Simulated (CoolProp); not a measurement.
Tetradecamethylhexasiloxane (MD4M) along the isobar 846 kPa: fugacity coefficient from the reference equation and from simpler models built on Tc = 653.2 K, pc = 828.6 kPa, ω = 0.800; each cubic takes its own stable root.

Values from CoolProp's reference Helmholtz-energy equation of state, Thol 2019.

```csv
T (K),phase,reference
335.3,liquid,3.165e-5
340,liquid,4.560e-5
344.8,liquid,6.528e-5
349.5,liquid,9.157e-5
354.3,liquid,0.0001277
359.1,liquid,0.0001761
363.8,liquid,0.0002383
368.6,liquid,0.0003212
373.3,liquid,0.0004257
378.1,liquid,0.0005620
382.9,liquid,0.0007346
387.6,liquid,0.0009464
392.4,liquid,0.001215
397.1,liquid,0.001539
401.9,liquid,0.001943
406.7,liquid,0.002434
```

### Question
How far does each simpler model (van der Waals, Redlich-Kwong, Peng-Robinson) lie from the reference over these 16 states: mean and median of the absolute difference, and the worst?

### Answer
- van der Waals: mean 35912.1 %, median 20207.0 %, worst +131211.2 % at 335.3 K and 846 kPa
- Redlich-Kwong: mean 4564.4 %, median 3436.1 %, worst +12073.8 % at 335.3 K and 846 kPa
- Peng-Robinson: mean 44.4 %, median 40.4 %, worst +82.7 % at 335.3 K and 846 kPa
